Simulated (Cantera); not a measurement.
Cantera run:

```python
import numpy as np
import cantera as ct

gas_names = """
    B BCL BCL2 BCL3 BN BO BOCL BO2 B2 B2O B2O2 B2O3 B3O3CL3 CL CLO CL2 N NO NO2 NO3 N2 N2O O O2 O3
""".split()
cond_names = """
    B(b) B(L) BN(s) B2O3(L)
""".split()


# ... load() reads the species with a 1 bar reference pressure and builds the phases ...
atoms = {
    'B2O3': {'B': 2, 'O': 3},
    'BCl3': {'B': 1, 'CL': 3},
    'N2': {'N': 2},
}
top_T = {'BN(s)': 3200}  # K; cautious upper limits of use, not melting points


# ... equilibrate(T, P, feed) seeds the gas with the atoms and calls Mixture.equilibrate('TP', solver="vcs", rtol=1e-11, max_steps=5000) ...
results = []
feed = {'B2O3': 1, 'BCl3': 3, 'N2': 5.1}  # mol
T = 1075  # K
P = 38000  # Pa
mix = equilibrate(T, P, feed)
results.append((T, P, feed, dict(zip(mix.species_names, mix.species_moles))))
print(gas.report(threshold=1e-06))
for i in range(1, mix.n_phases):
    print(f"{mix.phase(i).name:16s} {mix.phase_moles(i):12.5e} mol")
```

Result:

```
       temperature   1075 K
          pressure   38000 Pa
           density   0.28048 kg/m^3
  mean mol. weight   65.972 kg/kmol
   phase of matter   gas

                          1 kg             1 kmol
                     ---------------   ---------------
          enthalpy        -2.944e+06       -1.9422e+08  J
   internal energy       -3.0795e+06       -2.0316e+08  J
           entropy            4816.4        3.1774e+05  J/K
    Gibbs function       -8.1216e+06       -5.3579e+08  J
 heat capacity c_p            889.72             58697  J/K
 heat capacity c_v            763.69             50382  J/K

                      mass frac. Y      mole frac. X     chem. pot. / RT
                     ---------------   ---------------   ---------------
              BCL3            0.5317            0.2994           -86.928
              BOCL        2.9186e-06        3.0927e-06           -80.998
           B3O3CL3           0.20093          0.070971           -242.99
                N2           0.26736           0.62963           -26.482
     [  +21 minor]        7.0676e-07        1.0751e-06

B(b)              0.00000e+00 mol
BN(s)             3.41281e-06 mol
B2O3(L)           4.25125e-01 mol
```

Cantera equilibrium calculation (NASA polynomials, part measured and part estimated; ideal gas, pure solids and liquids). N2 is the only nitrogen source here; it is nearly inert below about 1500 K, so the nitride shown seldom forms there in practice.
